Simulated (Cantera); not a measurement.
Mixture: CH4 : H2 : O2 : N2 = 1 : 0.35 : 1.67 : 6.29 (molar parts), equivalence ratio 1.3, at 3500000 Pa, adiabatic and at constant pressure. Ignition delay is the time to a rise of 400 K.

Detailed kinetics in Cantera: GRI-Mech 3.0 (53 species, 325 reactions). The pressure lies above the range GRI-Mech 3.0 was tuned for (to about 10 atm). Below about 1000 K GRI-Mech 3.0 lacks low-temperature oxidation paths. Below about 950 K walls govern HO2 and H2O2 in real vessels.

Question: Predict: delay at 900 K; delay at 1100 K; delay at 1300 K; delay at 1500 K; delay at 1700 K; apparent activation energy between 1600 and 1800 K.

Answer: 
```
Item                                                    Result
--------------------------------------------------  ----------
delay at 900 K                                         73.3 ms
delay at 1100 K                                       0.909 ms
delay at 1300 K                                        74.6 µs
delay at 1500 K                                        18.5 µs
delay at 1700 K                                        5.79 µs
apparent activation energy between 1600 and 1800 K  130 kJ/mol
```
